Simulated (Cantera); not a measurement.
An isothermal, constant-pressure homogeneous reactor starts with NO : N₂ = 1 : 10 (molar parts), at 2100 K and 0.987 atm. Integrator tolerance rtol = 1e-08.

Cantera simulation using GRI-Mech 3.0 (53 species, 325 reactions); the numbers are that mechanism's predictions, not measurements.

### Question
What does this change do: pressure from 0.987 atm to 0.118 atm?

### Answer
| quantity | before | after |
|---|---|---|
| x(NO) at 3.00 s | 0.00682 (gas-phase equilibrium 0.00496) | 0.0382 (gas-phase equilibrium 0.00494) |
| x(O₂) at 3.00 s | 0.0419 (gas-phase equilibrium 0.0428) | 0.0260 (gas-phase equilibrium 0.0425) |
| x(O) at 3.00 s | 0.000286 (gas-phase equilibrium 0.000289) | 0.000662 (gas-phase equilibrium 0.000833) |
| x(N₂O) at 3.00 s | 3.12e-7 (gas-phase equilibrium 3.04e-7) | 6.97e-7 (gas-phase equilibrium 1.05e-7) |
| x(NO₂) at 3.00 s | 4.48e-6 (gas-phase equilibrium 3.29e-6) | 6.88e-6 (gas-phase equilibrium 1.13e-6) |
| x(N₂) at 3.00 s | 0.951 (gas-phase equilibrium 0.952) | 0.935 (gas-phase equilibrium 0.952) |

### Question
What does this change do: pressure from 0.987 atm to 0.632 atm?

### Answer
```tsv
quantity	before	after
x(NO) at 3.00 s	0.00682 (gas-phase equilibrium 0.00496)	0.00943 (gas-phase equilibrium 0.00496)
x(O₂) at 3.00 s	0.0419 (gas-phase equilibrium 0.0428)	0.0406 (gas-phase equilibrium 0.0428)
x(O) at 3.00 s	0.000286 (gas-phase equilibrium 0.000289)	0.000353 (gas-phase equilibrium 0.000362)
x(N₂O) at 3.00 s	3.12e-7 (gas-phase equilibrium 3.04e-7)	2.67e-7 (gas-phase equilibrium 2.43e-7)
x(NO₂) at 3.00 s	4.48e-6 (gas-phase equilibrium 3.29e-6)	4.87e-6 (gas-phase equilibrium 2.63e-6)
x(N₂) at 3.00 s	0.951 (gas-phase equilibrium 0.952)	0.950 (gas-phase equilibrium 0.952)
```

### Question
What does this change do: temperature 2100 to 1423 K?

### Answer
| quantity | before | after |
|---|---|---|
| x(NO) at 3.00 s | 0.00682 (gas-phase equilibrium 0.00496) | 0.0907 (gas-phase equilibrium 0.000422) |
| x(O₂) at 3.00 s | 0.0419 (gas-phase equilibrium 0.0428) | 6.44e-5 (gas-phase equilibrium 0.0452) |
| x(O) at 3.00 s | 0.000286 (gas-phase equilibrium 0.000289) | 2.96e-8 (gas-phase equilibrium 2.88e-7) |
| x(N₂O) at 3.00 s | 3.12e-7 (gas-phase equilibrium 3.04e-7) | 2.60e-6 (gas-phase equilibrium 2.93e-8) |
| x(NO₂) at 3.00 s | 4.48e-6 (gas-phase equilibrium 3.29e-6) | 2.85e-5 (gas-phase equilibrium 1.34e-6) |
| x(N₂) at 3.00 s | 0.951 (gas-phase equilibrium 0.952) | 0.909 (gas-phase equilibrium 0.954) |
